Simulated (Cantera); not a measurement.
# Catalytic combustion on Pt

An isothermal plug-flow reactor at 1050 K and 5.00 bar (inlet), inlet velocity 0.81 m/s, active area per volume 6400 1/m; feed 2.90 % CH4, 1.57 % O2, 95.5 % N2, equivalence ratio 3.7.

Model: Deutschmann's 1995 Pt surface mechanism with GRI-Mech 3.0 gas chemistry, integrated in Cantera. Catalytic surfaces can have several steady states; this one follows from the mechanism file's or the stated starting coverage. Mass transfer to the wall is taken as infinitely fast.

| z (m) | x CH4 | x O2 | x H2O | x CO2 | x CO | θ free Pt | θ H* | θ CO* | θ C* |
|---|---|---|---|---|---|---|---|---|---|
| 3.2e-05 | 0.0231 | 0.00729 | 0.0107 | 0.000311 | 0.00547 | 0.388 | 0.00288 | 0.120 | 0.489 |
| 5.7e-05 | 0.0220 | 0.00598 | 0.0122 | 0.000312 | 0.00654 | 0.295 | 0.00310 | 0.0825 | 0.619 |
| 0.0001 | 0.0211 | 0.00492 | 0.0134 | 0.000313 | 0.00746 | 0.221 | 0.00313 | 0.0527 | 0.723 |
| 0.00018 | 0.0203 | 0.00404 | 0.0143 | 0.000313 | 0.00828 | 0.162 | 0.00303 | 0.0312 | 0.804 |
| 0.00032 | 0.0196 | 0.00336 | 0.0149 | 0.000313 | 0.00896 | 0.119 | 0.00285 | 0.0181 | 0.860 |
| 0.00057 | 0.0190 | 0.00281 | 0.0155 | 0.000313 | 0.00953 | 0.0872 | 0.00264 | 0.0104 | 0.900 |
| 0.001 | 0.0185 | 0.00238 | 0.0158 | 0.000313 | 0.01000 | 0.0647 | 0.00241 | 0.00599 | 0.927 |
| 0.0018 | 0.0181 | 0.00201 | 0.0161 | 0.000312 | 0.0104 | 0.0474 | 0.00218 | 0.00335 | 0.947 |
| 0.0032 | 0.0177 | 0.00171 | 0.0163 | 0.000312 | 0.0108 | 0.0351 | 0.00196 | 0.00189 | 0.961 |
x: gas mole fraction; θ: surface coverage.
